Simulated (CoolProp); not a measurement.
Properties of dodecamethylpentasiloxane (MD3M) along the isobar 35.5 bar (Tc = 628.0 K, pc = 9.540 bar, ω = 0.730).

The numbers come from the reference Helmholtz-energy equation of state, Thol 2019 in CoolProp.

```
T (K)   phase  cp (kJ/(kg K))  cv (kJ/(kg K))  isothermal compressibility (1/MPa)  expansivity (1/kK)  fugacity coefficient
-----  ------  --------------  --------------  ----------------------------------  ------------------  --------------------
411.9  liquid           1.952           1.708                            0.003448               1.252              0.003086
419    liquid           1.966           1.723                            0.003660               1.269              0.004017
426.2  liquid           1.980           1.739                            0.003892               1.288              0.005181
433.3  liquid           1.994           1.754                            0.004138               1.308              0.006580
440.5  liquid           2.008           1.770                            0.004407               1.329              0.008291
447.6  liquid           2.022           1.785                            0.004694               1.351               0.01030
454.8  liquid           2.037           1.800                            0.005009               1.374               0.01272
462    liquid           2.051           1.816                            0.005351               1.399               0.01554
469.1  liquid           2.065           1.831                            0.005716               1.424               0.01877
476.3  liquid           2.079           1.846                            0.006119               1.452               0.02254
483.4  liquid           2.093           1.861                            0.006552               1.481               0.02678
490.6  liquid           2.107           1.875                            0.007031               1.511               0.03165
```
